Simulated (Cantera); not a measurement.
What does this Cantera script print?

```python
import numpy as np
import cantera as ct

gas = ct.Solution("gri30.yaml")
gas.TPX = 975, 29000, {'CO': 0.017, 'O2': 0.0047, 'H2O': 0.0013, 'N2': 1}
reactor = ct.IdealGasConstPressureReactor(gas, energy="off", clone=False)
net = ct.ReactorNet([reactor])
net.rtol, net.atol = 1e-08, 1e-18
show = ['CO', 'O2', 'H2O', 'NO2', 'N2O', 'H2O2']
times = np.geomspace(0.0001, 5, 11)

steps = ct.SolutionArray(gas, extra=["t"])
rows = []
print(f"{'t/s':>10s}{'T/K':>9s}{'P/Pa':>11s}" + "".join(f"{s:>11s}" for s in show))
for t in times:
    while net.time < t:
        t_next = net.step()
        steps.append(gas.state, t=t_next)
    rows.append([np.interp(t, steps.t, y) for y in (steps.T, steps.P, *steps(*show).X.T)])
    print(f"{t:10.3e}{rows[-1][0]:9.1f}{rows[-1][1]:11.4g}" + "".join(f"{x:11.3e}" for x in rows[-1][2:]))
rate = np.gradient(steps.T, steps.t)
print("integrator steps:", len(steps.t))
if steps.T.max() > steps.T[0] + 200:
    print(f"time of steepest temperature rise: {steps.t[rate.argmax()]:.4e} s")
gas.TPX = 975, 29000, {'CO': 0.017, 'O2': 0.0047, 'H2O': 0.0013, 'N2': 1}
gas.equilibrate("TP")
print(f"equilibrium (TP): T = {gas.T:.1f} K  " + "  ".join(f"{s} {gas[s].X[0]:.3e}" for s in show))
```

Output:

```
       t/s      T/K       P/Pa         CO         O2        H2O        NO2        N2O       H2O2
 1.000e-04    975.0    2.9e+04  1.662e-02  4.594e-03  1.271e-03  9.602e-36  6.676e-19  4.259e-24
 2.951e-04    975.0    2.9e+04  1.662e-02  4.594e-03  1.271e-03  3.147e-34  5.670e-18  4.793e-23
 8.706e-04    975.0    2.9e+04  1.662e-02  4.594e-03  1.271e-03  1.496e-32  4.904e-17  1.704e-21
 2.569e-03    975.0    2.9e+04  1.662e-02  4.594e-03  1.271e-03  1.073e-30  4.190e-16  1.132e-19
 7.579e-03    975.0    2.9e+04  1.662e-02  4.594e-03  1.271e-03  1.861e-28  3.559e-15  6.557e-18
 2.236e-02    975.0    2.9e+04  1.662e-02  4.594e-03  1.271e-03  5.706e-26  3.153e-14  2.927e-16
 6.598e-02    975.0    2.9e+04  1.662e-02  4.594e-03  1.271e-03  4.007e-23  4.152e-13  2.505e-14
 1.947e-01    975.0    2.9e+04  1.662e-02  4.594e-03  1.271e-03  6.052e-17  6.686e-11  4.266e-10
 5.743e-01    975.0    2.9e+04  8.367e-03  5.068e-04  1.097e-03  1.903e-11  6.851e-08  5.680e-10
 1.695e+00    975.0    2.9e+04  7.013e-03  8.932e-09  8.260e-04  5.916e-15  6.589e-10  6.917e-13
 5.000e+00    975.0    2.9e+04  6.967e-03  2.283e-10  7.797e-04  1.019e-15  9.939e-10  9.455e-14
integrator steps: 1654
equilibrium (TP): T = 975.0 K  CO 6.795e-03  O2 4.807e-21  H2O 6.087e-04  NO2 2.094e-26  N2O 2.033e-19  H2O2 4.610e-23
```

Model: GRI-Mech 3.0 (53 species, 325 reactions), integrated in Cantera.
